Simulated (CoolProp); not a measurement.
Vapour-liquid equilibrium of CF4 (R14) (1) + R13 (2) at 0.43 MPa; x and y are mole fractions of (1).

Computed with CoolProp (multi-fluid Helmholtz-energy mixture model, Platzer 1990 and Platzer 1990; pair parameters Bell 2016). This equation is an older, rougher fit; its heat capacities, sound speeds and derivatives of the liquid may be far off and weren't checked against measurements.

Q: Give the bubble temperature and the first vapour's composition at x = 0.275, 0.5, 0.8. Is there an azeotrope?

A: x = 0.275: -81.3 °C, y = 0.801; x = 0.5: -91.6 °C, y = 0.914; x = 0.8: -99.5 °C, y = 0.974. No azeotrope shows between x = 0.05 and 0.95.

Pair parameters are fitted to limited data, so mixtures are less certain than the pure fluids.
